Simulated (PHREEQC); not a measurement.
Consider water at 25 °C with 0.0027 mol Cu(BF4)2, 0.002 mol HBF4 and 0.00097 mol H3BO3 per kg of water. Closed to the air; pH follows from the charge balance.

All values are PHREEQC results (ion-association model, phreeqc.dat), not measurements.

Each row changes one thing in this solution. No solid was allowed to form.

| case | pH | ionic strength (mol/kgw) | BF4- (mol/kgw) | HF (mol/kgw) | H3BO3 (mol/kgw) | F- (mol/kgw) |
|---|---|---|---|---|---|---|
| as made | 2.67 | 0.0104 | 0.00564 | 0.00350 | 0.00190 | 0.00122 |
| temperature from 25 to 75 °C | 2.83 | 0.00960 | 0.00429 | 0.00795 | 0.00296 | 0.00150 |
| temperature from 25 to 45 °C | 2.71 | 0.0101 | 0.00522 | 0.00490 | 0.00223 | 0.00130 |
| HBF4 left out | 3.00 | 0.00908 | ___ | 0.00263 | 0.00187 | 0.00192 |
| H3BO3 from 0.00097 to 9.7e-05 mol/kgw | 2.67 | 0.0103 | 0.00558 | 0.00390 | 0.00121 | 0.00137 |
| diluted 2-fold with water | 2.84 | 0.00554 | 0.00233 | 0.00277 | 0.00139 | 0.00140 |
| HBF4 from 0.002 to 0.01 mol/kgw | 2.08 | ___ | 0.0131 | 0.00576 | 0.00225 | 0.000531 |

Question: Complete the blanks.

Answer: 
- HBF4 left out, BF4- (mol/kgw): 0.00371
- HBF4 from 0.002 to 0.01 mol/kgw, ionic strength (mol/kgw): 0.0174

Away from 25 °C the constants follow the database's enthalpies or fits; those with neither stay at their 25 °C values. Real BF4- forms and hydrolyses slowly; the run takes it at equilibrium.
